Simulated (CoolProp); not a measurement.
Properties of n-perfluorohexane along the isotherm 450 K (Tc = 448.0 K, pc = 1742 kPa, ω = 0.497).

The numbers come from the reference Helmholtz-energy equation of state, Gao 2022 in CoolProp.

```csv
p (kPa),phase,density (kg/m³),cv (kJ/(kg K)),Joule-Thomson coefficient (K/MPa)
1090,gas,134.1,1.006,12.93
2180,supercritical,957.8,1.052,4.402
3270,supercritical,1088,1.037,1.442
4350,supercritical,1147,1.031,0.8189
5440,supercritical,1187,1.028,0.5264
6530,supercritical,1218,1.026,0.3538
7620,supercritical,1243,1.024,0.2384
8710,supercritical,1265,1.023,0.1552
```
